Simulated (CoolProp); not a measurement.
A Linde-Hampson liquefier for carbon monoxide: isothermal reversible compression at 250 K from 1 atm to 5 MPa, throttling to 1 atm, return gas leaving the recuperator 0 K below the feed. Each further row changes one setting.

The numbers come from the reference Helmholtz-energy equation of state, Lemmon 2006 in CoolProp. It is a short technical equation, of lower accuracy than the large ones.

| case | liquid yield per pass | compression work (kJ/kg of gas) |
|---|---|---|
| as stated | ? | 286 |
| high pressure 10 MPa | ? | ? |
| warm-end temperature 280 K | ? | ? |
| warm-end gap 5 K | ? | 286 |

Question: Complete the blanks.

Answer: 
- as stated, liquid yield per pass: 0.045
- high pressure 10 MPa, liquid yield per pass: 0.086
- high pressure 10 MPa, compression work (kJ/kg of gas): 335
- warm-end temperature 280 K, liquid yield per pass: 0.033
- warm-end temperature 280 K, compression work (kJ/kg of gas): 322
- warm-end gap 5 K, liquid yield per pass: 0.032
